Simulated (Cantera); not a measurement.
Input: 1 mol SiH4, 100 mol H2, equilibrated at 1400 °C and 0.100 bar.

These are equilibrium values from Cantera (NASA tables, ideal gas, pure condensed phases), not measurements of a reactor. Candidate condensed phases: Si; 9 gas species. Gases not in the tables: Si2H6 and higher silanes. Rates play no part.

Base state: H2 1.000, H 0.000361, SiH2 1.10e-5 (mole fractions); condensed: Si(s).

What changes in the equilibrium state with this change: SiH4 replaced by SiCl4?


```tsv
species	before	after
H2	1.000	0.964
HCl	0	0.0316
SiCl2	0	0.00373
SiCl3	0	3.50e-5
SiH2	1.10e-5	1.06e-5
H	0.000361	0.000354
Si(s), mol	0.998	0.612
```
The tables' values for SiCl3 are old estimates; treat these amounts as uncertain.
